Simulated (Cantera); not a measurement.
A perfectly stirred reactor is fed with 9.25 % CH4, 19.1 % O2, 71.7 % N2, at 210000 Pa; it is adiabatic with a 450 K inlet, and is followed from long to short residence time, starting on the burning branch (τ in s: 0.12, 0.056, 0.027, 0.013, 0.006, 0.0029, 0.0014, 0.00064, 0.00031, 0.00015, 6.9e-05, 3.3e-05).

Detailed kinetics in Cantera: GRI-Mech 3.0 (53 species, 325 reactions).

Task: Predict: blow-out, bracketed by the residence times tried; x(CH4) at τ = 0.120 s; x(O2) at τ = 0.120 s; x(H2O2) at τ = 0.120 s; x(CO) at τ = 0.120 s; x(CH4) at τ = 1.40 ms; x(O2) at τ = 1.40 ms; x(C2H4) at τ = 1.40 ms; x(H2O2) at τ = 1.40 ms; x(CO) at τ = 1.40 ms.

Result: 
```
Property                                                                      Result
------------------------------------------------  ----------------------------------
blow-out, bracketed by the residence times tried  burning at 69.0 µs, out at 33.0 µs
x(CH4) at τ = 0.120 s                                                        1.49e-6
x(O2) at τ = 0.120 s                                                         0.00886
x(H2O2) at τ = 0.120 s                                                       1.10e-7
x(CO) at τ = 0.120 s                                                         0.00777
x(CH4) at τ = 1.40 ms                                                        5.53e-5
x(O2) at τ = 1.40 ms                                                          0.0154
x(C2H4) at τ = 1.40 ms                                                       3.05e-8
x(H2O2) at τ = 1.40 ms                                                       2.21e-7
x(CO) at τ = 1.40 ms                                                          0.0166
```
